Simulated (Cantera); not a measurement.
A perfectly stirred reactor is fed with CH3OH : O2 : N2 : H2O = 1 : 1.92 : 6.54 : 1.5 (molar parts), equivalence ratio 0.78, at 38000 Pa; it is adiabatic with a 350 K inlet, and is followed from long to short residence time, starting on the burning branch (τ in s: 0.16, 0.068, 0.029, 0.013, 0.0055, 0.0024, 0.001, 0.00045, 0.00019, 8.3e-05).

Detailed kinetics in Cantera: GRI-Mech 3.0 (53 species, 325 reactions). GRI-Mech 3.0 was tuned for natural gas; its chemistry of methanol as a main component is partial and can be far from experiment.

Predict: blow-out, bracketed by the residence times tried; x(CH3OH) at τ = 0.160 s; x(O2) at τ = 0.160 s; x(H2O) at τ = 0.160 s; x(CH2O) at τ = 0.160 s; x(CH4) at τ = 0.160 s; x(CH3OH) at τ = 2.40 ms; x(O2) at τ = 2.40 ms; x(H2O) at τ = 2.40 ms; x(CH2O) at τ = 2.40 ms; x(CH4) at τ = 2.40 ms.


```json
{
 "blow_out_bracketed_by_the_residence_times_tried": "burning at 0.450 ms, out at 0.190 ms",
 "x(CH3OH) at τ = 0.160 s": "2.63e-6",
 "x(O2) at τ = 0.160 s": "0.0370",
 "x(H2O) at τ = 0.160 s": "0.302",
 "x(CH2O) at τ = 0.160 s": "2.12e-6",
 "x(CH4) at τ = 0.160 s": "2.14e-8",
 "x(CH3OH) at τ = 2.40 ms": "4.74e-5",
 "x(O2) at τ = 2.40 ms": "0.0438",
 "x(H2O) at τ = 2.40 ms": "0.287",
 "x(CH2O) at τ = 2.40 ms": "3.76e-5",
 "x(CH4) at τ = 2.40 ms": "8.51e-7"
}
```
